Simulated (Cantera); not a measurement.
A closed system holds: 1 mol SiF₄, 4.9 mol H₂, 2.1 mol HCl, equilibrated at 923.15 K and 0.0890 bar.

Method: chemical equilibrium by Gibbs-energy minimisation in Cantera with the NASA 1993 tables (ideal gas, pure condensed phases). Candidate condensed phases: Si; 37 gas species. Kinetics and transport are ignored.

Base state: H₂ 0.612, HCl 0.262, SiF₄ 0.125, HF 0.000748, SiCl₄ 0.000171, SiHF₃ 5.62e-5 (mole fractions); condensed: gas only.

Task: What changes in the equilibrium state with this change: temperature from 923.15 K to 1248.15 K?

Result: 
```csv
species,before,after
H₂,0.612,0.611
HCl,0.262,0.260
SiF₄,0.125,0.123
HF,0.000748,0.00409
SiCl₂,<1e-9,2.43e-5
SiCl₃,3.65e-8,4.27e-5
SiF₃,4.64e-7,0.000443
```
The tables' values for SiF₃, SiCl₃ are old estimates; treat these amounts as uncertain.
